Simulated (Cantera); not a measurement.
Input: 1 mol MgO, 0.19 mol O2, 0.078 mol H2O, held at 1277 °C and 10.0 mbar.

Equilibrium computed with Cantera from the NASA thermochemical tables; the gas is ideal and each condensed phase is pure. Candidate condensed phases: H2O, Mg, MgO, Mg(OH)2; 15 gas species. Rates play no part.

Question: What is the equilibrium state?

Answer: 
```
Quantity                               Value
--------------------------------  ----------
x(O2)                                  0.709
x(H2O)                                 0.291
x(OH)                               0.000871
x(O)                                 6.59e-5
x(H2)                                1.25e-5
x(H)                                 1.11e-6
n(MgO(s))                           1.00 mol
gas amount                        0.2681 mol
log10 activity of Mg(l) (absent)      -13.40
```
